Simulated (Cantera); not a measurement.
An isothermal plug-flow reactor at 750 K and 101000 Pa (inlet), inlet velocity 4.8 m/s, active area per volume 2700 1/m; feed 0.671 % CO, 8.53 % O2, 89.9 % N2, 0.944 % H2O.

Cantera simulation using Deutschmann's 1995 Pt surface mechanism with GRI-Mech 3.0 gas chemistry; the numbers are that mechanism's predictions, not measurements. Catalytic surfaces can have several steady states; this one follows from the mechanism file's or the stated starting coverage. Mass transfer to the wall is taken as infinitely fast.

One state of this run: x CO = 0.00375; x O2 = 0.0839; x H2O = 0.00945; x CO2 = 0.00297; θ free Pt = 0.0372; θ O* = 0.958; θ OH* = 0.00262; θ CO* = 0.00208. x: gas mole fraction; θ: surface coverage.

### Question
Which value of z (m) does it belong to?
(A) 6.5e-05
(B) 0.0002
(C) 0.00065
(D) 0.002

### Answer
C, 0.00065
